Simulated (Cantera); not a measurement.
## Transport properties of process gases

Gas mixture: 100 % NO, at 0.950 bar, frozen composition.

Cantera's kinetic-theory transport with the Lennard-Jones parameters of GRI-Mech 3.0, ideal gas; thermal conductivity in the mixture-averaged form. The composition is frozen, though it would react at the higher temperatures.

| T (K) | ρ (kg/m³) | cp (J/kg/K) | μ (µPa s) | λ (mW/m/K) | Pr | D (cm²/s) NO | D (cm²/s) C2H2 | D (cm²/s) H2O |
|---|---|---|---|---|---|---|---|---|
| 400 | 0.857 | 998.6 | 23.1 | 32.4 | 0.712 | 0.000 | 0.294 | 0.417 |
| 550 | 0.623 | 1028 | 28.9 | 42.0 | 0.707 | 0.000 | 0.515 | 0.756 |
| 700 | 0.490 | 1067 | 34.0 | 51.3 | 0.707 | 0.000 | 0.780 | 1.17 |
| 850 | 0.403 | 1104 | 38.6 | 60.2 | 0.708 | 0.000 | 1.08 | 1.65 |
| 1000 | 0.343 | 1133 | 42.9 | 68.6 | 0.709 | 0.000 | 1.43 | 2.19 |
| 1150 | 0.298 | 1153 | 47.0 | 76.7 | 0.707 | 0.000 | 1.80 | 2.79 |
| 1300 | 0.264 | 1171 | 50.9 | 84.5 | 0.706 | 0.000 | 2.21 | 3.45 |
| 1450 | 0.236 | 1186 | 54.7 | 91.9 | 0.706 | 0.000 | 2.66 | 4.15 |
| 1600 | 0.214 | 1199 | 58.3 | 99.0 | 0.706 | 0.000 | 3.13 | 4.90 |
D: mixture-averaged diffusion coefficient of that species in the mixture.
